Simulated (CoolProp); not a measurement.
Vapour pressure (bar) of n-undecane: the reference equation beside estimates from Tc = 638.8 K, pc = 19.90 bar, ω = 0.539.

Computed with CoolProp (reference Helmholtz-energy equation of state, Aleksandrov 2011). It is a short technical equation, of lower accuracy than the large ones.

```
T (K)  reference  Lee-Kesler  van der Waals  Soave-Redlich-Kwong  Peng-Robinson
-----  ---------  ----------  -------------  -------------------  -------------
403       0.1437      0.1403          2.296               0.1404         0.1464
427.9     0.3283      0.3253          3.175               0.3251         0.3330
452.7     0.6687      0.6703          4.247               0.6705         0.6777
477.6      1.247       1.261          5.537                1.265          1.266
502.4      2.156       2.193          7.049                2.208          2.196
527.3      3.519       3.588          8.806                3.631          3.597
552.2      5.467       5.578          10.82                5.670          5.608
577        8.155       8.311          13.08                8.467          8.379
601.9      11.82       12.02          15.62                12.22          12.12
```

Absolute difference from the reference over all 9 rows, mean and median: Lee-Kesler 1.6 and 1.7 %, van der Waals 423.5 and 226.9 %, Soave-Redlich-Kwong 2.4 and 2.4 %, Peng-Robinson 2.0 and 1.9 %.
